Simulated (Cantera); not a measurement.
Input: 1 mol Cu, 7.7 mol F2, 6.7 mol H2, equilibrated at 1148.15 K and 2.70 Pa.

These are equilibrium values from Cantera (NASA tables, ideal gas, pure condensed phases), not measurements of a reactor. Candidate condensed phases: Cu, CuF2; 15 gas species. Equilibrium is a limit: real reactors are often held back by kinetics, nucleation or transport.

Base state: HF 0.929, CuF2 0.0674, CuF 0.00187, F 0.00187 (mole fractions); condensed: gas only.

### Question
What changes in the equilibrium state with this change: temperature from 1148.15 K to 873 K?

### Answer
```tsv
species	before	after
HF	0.929	0.995
CuF2	0.0674	0.00513
CuF	0.00187	2.00e-6
F	0.00187	2.00e-6
CuF2(s), mol	0	0.931
```
